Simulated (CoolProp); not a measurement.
The fluid at 298.15 K and 0.968 MPa is compressed adiabatically to 7.1 MPa with isentropic efficiency 0.85. The same conditions are run with several fluids, on thermodynamics alone (safety and materials aside).

Values from CoolProp's reference Helmholtz-energy equation of state of each fluid (R407C: Lemmon 2003; sulfur hexafluoride: Guder 2009; carbon dioxide: Span 1996; oxygen: Schmidt 1985; ethane: Bücker 2006). Blends and air are pseudo-pure fits.

| fluid | work (kJ/kg) | final temperature (K) | final phase | final density (kg/m³) |
|---|---|---|---|---|
| R407C | 54.8 | 411.5 | supercritical | 297 |
| sulfur hexafluoride | 33.4 | 383.1 | supercritical | 513 |
| carbon dioxide | 156 | 482.4 | gas | 82.6 |
| oxygen | 244 | 555.9 | supercritical | 48.3 |
| ethane | 200 | 425.5 | supercritical | 71.9 |

Above 300 K oxygen's equation is extrapolated.
